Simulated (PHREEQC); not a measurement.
Consider water at 25 °C with 2 mmol/kgw NH3 and 4.4 mmol/kgw KH2PO4. Closed to the air; pH follows from the charge balance.

Equilibrium calculation in PHREEQC: ion-association model, phreeqc.dat.

| quantity | before | after |
|---|---|---|
| pH | 7.00 | 6.92 |
| ionic strength (mol/kgw) | 0.00836 | 0.00796 |
| NH3 (mol/kgw) | 1.02e-5 | 7.73e-6 |

**Question.** Which change was made?
(A) 0.0001 mol/kgw Na2SO4 added
(B) diluted 5-fold with water
(C) NH3 from 0.002 to 0.0018 mol/kgw
(D) NH3 from 0.002 to 0.003 mol/kgw
(E) KH2PO4 replaced by KHSO4 at the same molality

**Answer.** C, NH3 from 0.002 to 0.0018 mol/kgw

This is a speciation only: nothing precipitates in the calculation.
